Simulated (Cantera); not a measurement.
Equilibrium for fluorocarbon and chlorocarbon gases: c-C4F8 + F2 + H2

Charge: 1 mol c-C4F8, 1.4 mol F2, 0.61 mol H2, held at 0.0230 bar.

Method: chemical equilibrium by Gibbs-energy minimisation in Cantera with the NASA 1993 tables (ideal gas, pure condensed phases). Candidate condensed phases: C, C6H6, C7H8, C8H18; 95 gas species. The feed counts by its element totals alone. Gases not in the tables: C2F6 and larger saturated fluorocarbons. Equilibrium is a limit: real reactors are often held back by kinetics, nucleation or transport.

From 1350 K to 2150 K the condensed part is C(graphite). The main C-bearing gas is CF4 throughout.

```csv
T (K),x CF4,x HF,x CF2,x F,x CF3,x CF,x C2F4,x CHF3,n C(graphite)
1350,0.662,0.337,1.89e-5,1.80e-6,7.82e-6,6.57e-11,1.30e-9,1.25e-6,1.60
1450,0.662,0.337,0.000106,1.26e-5,3.16e-5,1.30e-9,7.15e-9,1.63e-6,1.60
1550,0.662,0.337,0.000472,6.83e-5,0.000106,1.74e-8,3.15e-8,2.05e-6,1.60
1650,0.661,0.337,0.00175,0.000303,0.000308,1.70e-7,1.16e-7,2.51e-6,1.60
1750,0.656,0.336,0.00554,0.00113,0.000785,1.27e-6,3.64e-7,3.00e-6,1.60
1850,0.645,0.334,0.0154,0.00365,0.00179,7.59e-6,1.00e-6,3.48e-6,1.58
1950,0.620,0.328,0.0378,0.0104,0.00368,3.75e-5,2.42e-6,3.89e-6,1.54
2050,0.568,0.316,0.0829,0.0264,0.00678,0.000156,5.09e-6,4.10e-6,1.46
2150,0.474,0.294,0.160,0.0600,0.0109,0.000553,9.04e-6,3.94e-6,1.32
```
x: gas mole fraction; n: condensed amount in mol.
